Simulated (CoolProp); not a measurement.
Vapour-liquid equilibrium of C2F6 (R116) (1) + R22 (2) at 247 K; x and y are mole fractions of (1).

Computed with CoolProp (multi-fluid Helmholtz-energy mixture model, Lemmon 2006 and Kamei 1995; pair parameters Bell 2016).

```
x     bubble pressure (MPa)  y at the bubble point  dew pressure at overall composition x (MPa)  liquid density (mol/L)
----  ---------------------  ---------------------  -------------------------------------------  ----------------------
0.05                 0.3370                  0.434                                       0.2024                   15.37
0.2                  0.5783                  0.686                                       0.2402                   14.16
0.35                 0.6760                  0.745                                       0.2946                   13.06
0.5                  0.7292                  0.778                                       0.3797                   12.08
0.65                 0.7747                  0.815                                       0.5276                   11.21
0.8                  0.8200                  0.869                                       0.7578                   10.47
0.95                 0.8572                  0.958                                       0.8551                   9.856
```

No azeotrope shows between x = 0.05 and 0.95.

The pair parameters rest on a limited set of measurements; away from them the model extrapolates. With so large a gap from Raoult's law the liquid may split in two, which this calculation doesn't test in full.
